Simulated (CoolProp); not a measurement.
Properties of sulfur hexafluoride along the isotherm -44.55 °C.

Values from CoolProp's reference Helmholtz-energy equation of state, Guder 2009.

```
p (bar)   phase  density (kg/m³)
-------  ------  ---------------
0.0594      gas           0.4572
0.0871      gas           0.6708
0.128       gas           0.9869
0.188       gas            1.452
0.276       gas            2.136
0.404       gas            3.138
0.594       gas            4.637
0.871       gas            6.853
1.28        gas            10.19
1.88        gas            15.24
2.76        gas            23.02
4.04     liquid             1821
5.94     liquid             1822
8.71     liquid             1823
12.8     liquid             1826
18.8     liquid             1829
```
